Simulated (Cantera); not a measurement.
Input: 1 mol SiH₂Cl₂, 1.4 mol NH₃, equilibrated at 1575 K and 100000 Pa.

These are equilibrium values from Cantera (NASA tables, ideal gas, pure condensed phases), not measurements of a reactor. Candidate condensed phases: NH₄Cl, Si, Si₃N₄; 28 gas species. The tables' values for SiCl₃ are old estimates; treat these amounts as uncertain. The numbers say what is thermodynamically allowed, not how fast it happens.

Base state: H₂ 0.582, HCl 0.323, N₂ 0.0426, SiCl₄ 0.0194, SiCl₂ 0.0166, SiCl₃ 0.0111, SiHCl₃ 0.00465, SiH₂Cl₂ 0.000185 (mole fractions); condensed: Si₃N₄(s).

Q: What changes in the equilibrium state with this change: SiH₂Cl₂ replaced by trisilylamine?

A: 
| species | before | after |
|---|---|---|
| H₂ | 0.582 | 1.000 |
| N₂ | 0.0426 | 0.000193 |
| H | 3.17e-5 | 4.16e-5 |
| HCl | 0.323 | 0 |
| SiCl₄ | 0.0194 | 0 |
| SiCl₂ | 0.0166 | 0 |
| SiCl₃ | 0.0111 | 0 |
| SiHCl₃ | 0.00465 | 0 |
| SiH₂Cl₂ | 0.000185 | 0 |
| Si₃N₄(s), mol | 0.261 | 0.599 |
| Si(s), mol | 0 | 1.20 |
The feed counts by its element totals alone. Mutual solubility and eutectic melting of coexisting phases are not modelled.
